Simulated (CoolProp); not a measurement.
Properties of fluorine along the isotherm 79.6 K (Tc = 144.4 K, pc = 5240 kPa, ω = 0.045).

Model: reference Helmholtz-energy equation of state, de Reuck 1990, in CoolProp.

```csv
p (kPa),phase,density (kg/m³),cp (kJ/(kg K)),cv (kJ/(kg K)),isothermal compressibility (1/MPa),fugacity coefficient
291,liquid,1540,1.495,0.8367,0.001511,0.1760
582,liquid,1540,1.494,0.8372,0.001505,0.08894
873,liquid,1541,1.493,0.8376,0.001498,0.05994
1160,liquid,1542,1.492,0.8381,0.001491,0.04560
1460,liquid,1542,1.491,0.8386,0.001484,0.03663
1750,liquid,1543,1.490,0.8390,0.001478,0.03089
2040,liquid,1544,1.489,0.8395,0.001472,0.02679
2330,liquid,1544,1.488,0.8400,0.001465,0.02371
2620,liquid,1545,1.487,0.8405,0.001459,0.02131
```
